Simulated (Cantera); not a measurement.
What does this Cantera script print?

```python
import numpy as np
import cantera as ct

gas = ct.Solution("gri30.yaml")
gas.TPX = 1600, 9200, {'C3H8': 1, 'H2': 2.6}
reactor = ct.IdealGasConstPressureReactor(gas, energy="off", clone=False)
net = ct.ReactorNet([reactor])
net.rtol, net.atol = 1e-08, 1e-18
show = ['C3H8', 'H2', 'CH3', 'C2H6', 'C2H', 'C2H4', 'H']
times = np.geomspace(4e-06, 60, 13)

steps = ct.SolutionArray(gas, extra=["t"])
rows = []
print(f"{'t/s':>10s}{'T/K':>9s}{'P/Pa':>11s}" + "".join(f"{s:>11s}" for s in show))
for t in times:
    while net.time < t:
        t_next = net.step()
        steps.append(gas.state, t=t_next)
    rows.append([np.interp(t, steps.t, y) for y in (steps.T, steps.P, *steps(*show).X.T)])
    print(f"{t:10.3e}{rows[-1][0]:9.1f}{rows[-1][1]:11.4g}" + "".join(f"{x:11.3e}" for x in rows[-1][2:]))
rate = np.gradient(steps.T, steps.t)
print("integrator steps:", len(steps.t))
if steps.T.max() > steps.T[0] + 200:
    print(f"time of steepest temperature rise: {steps.t[rate.argmax()]:.4e} s")
gas.TPX = 1600, 9200, {'C3H8': 1, 'H2': 2.6}
gas.equilibrate("TP")
print(f"equilibrium (TP): T = {gas.T:.1f} K  " + "  ".join(f"{s} {gas[s].X[0]:.3e}" for s in show))
```

Output:

```
       t/s      T/K       P/Pa       C3H8         H2        CH3       C2H6        C2H       C2H4          H
 4.000e-06   1600.0       9200  2.720e-01  7.193e-01  3.538e-03  1.620e-04  8.075e-14  1.694e-03  1.584e-04
 1.585e-05   1600.0       9200  2.403e-01  7.032e-01  1.671e-02  1.703e-03  9.508e-11  2.147e-02  5.091e-04
 6.282e-05   1600.0       9200  9.197e-02  6.294e-01  2.666e-02  1.225e-02  2.960e-08  1.288e-01  1.281e-03
 2.489e-04   1600.0       9200  1.666e-03  5.971e-01  5.986e-03  5.184e-03  2.209e-07  1.613e-01  8.572e-04
 9.865e-04   1600.0       9200  3.671e-06  6.150e-01  1.305e-03  6.196e-04  1.063e-07  1.171e-01  2.236e-04
 3.909e-03   1600.0       9200  5.800e-08  6.307e-01  4.843e-04  7.533e-05  5.787e-08  7.460e-02  8.868e-05
 1.549e-02   1600.0       9200  2.249e-08  6.495e-01  4.256e-04  4.698e-05  7.215e-08  2.385e-02  8.482e-05
 6.139e-02   1600.0       9200  1.628e-08  6.640e-01  4.535e-04  4.797e-05  9.392e-08  2.187e-03  1.005e-04
 2.433e-01   1600.0       9200  9.081e-09  6.872e-01  3.730e-04  3.159e-05  1.029e-07  1.893e-03  1.087e-04
 9.641e-01   1600.0       9200  1.864e-09  7.290e-01  2.128e-04  9.721e-06  1.247e-07  1.714e-03  1.291e-04
 3.821e+00   1600.0       9200  1.965e-10  7.587e-01  7.509e-05  1.334e-06  1.485e-07  1.717e-03  1.519e-04
 1.514e+01   1600.0       9200  7.825e-11  7.655e-01  3.851e-05  5.302e-07  1.546e-07  1.737e-03  1.578e-04
 6.000e+01   1600.0       9200  7.613e-11  7.656e-01  3.763e-05  5.176e-07  1.547e-07  1.738e-03  1.579e-04
integrator steps: 1458
equilibrium (TP): T = 1600.0 K  C3H8 7.613e-11  H2 7.656e-01  CH3 3.763e-05  C2H6 5.176e-07  C2H 1.547e-07  C2H4 1.738e-03  H 1.579e-04
```

Computed with Cantera and GRI-Mech 3.0 (53 species, 325 reactions). GRI-Mech 3.0 was tuned for natural gas; its chemistry of propane as a main component is partial and can be far from experiment. GRI-Mech 3.0 stops at C3 and has no aromatics, soot or wall deposition, so with more carbon than oxygen in the feed, carbon stays in small species such as C2H2 where larger ones or solid carbon would form.
